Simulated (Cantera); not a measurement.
Pyrogenic steam for wet oxidation

An isothermal, constant-pressure homogeneous reactor starts with 8.21 % H2, 4.83 % O2, 87.0 % N2, equivalence ratio 0.85, at 1025 K and 750 Torr.

Computed with Cantera and the H2/O2 subset of GRI-Mech 3.0, which has no nitrogen chemistry. The temperature is held fixed by assumption; the heat of reaction is taken as removed at once.

| t (s) | x H2 | x O2 | x H | x O | x HO2 | x OH |
|---|---|---|---|---|---|---|
| 0.000100 | 0.0821 | 0.0483 | 2.13e-9 | 2.73e-10 | 2.70e-9 | 9.69e-11 |
| 0.000427 | 0.0821 | 0.0483 | 1.31e-5 | 1.67e-6 | 1.19e-5 | 7.56e-7 |
| 0.00182 | 0.00243 | 0.00875 | 9.36e-5 | 3.50e-5 | 8.65e-6 | 5.40e-5 |
| 0.00777 | 0.000731 | 0.00791 | 2.36e-6 | 1.81e-6 | 5.82e-6 | 4.55e-6 |
| 0.0331 | 0.000407 | 0.00775 | 3.24e-7 | 2.96e-7 | 4.10e-6 | 1.07e-6 |
| 0.141 | 0.000154 | 0.00763 | 5.77e-8 | 6.44e-8 | 2.20e-6 | 4.62e-7 |
| 0.603 | 3.36e-5 | 0.00757 | 4.60e-9 | 5.98e-9 | 6.59e-7 | 1.53e-7 |
| 2.57 | 4.20e-6 | 0.00756 | 2.31e-10 | 3.25e-10 | 1.03e-7 | 5.45e-8 |
| 11.0 | 5.66e-8 | 0.00756 | 2.47e-12 | 1.12e-11 | 1.77e-9 | 3.90e-8 |
| 46.9 | 1.91e-10 | 0.00756 | <1e-12 | 2.28e-11 | 1.12e-10 | 6.65e-8 |
| 200 | 1.79e-10 | 0.00756 | <1e-12 | 2.89e-11 | 1.05e-10 | 7.49e-8 |
x: mole fraction; the columns are a selection and need not sum to one.

Equilibrium at this temperature and pressure: H2 1.79e-10, O2 0.00756, H <1e-12, O 2.89e-11, HO2 1.05e-10, OH 7.49e-8 (gas phase only).
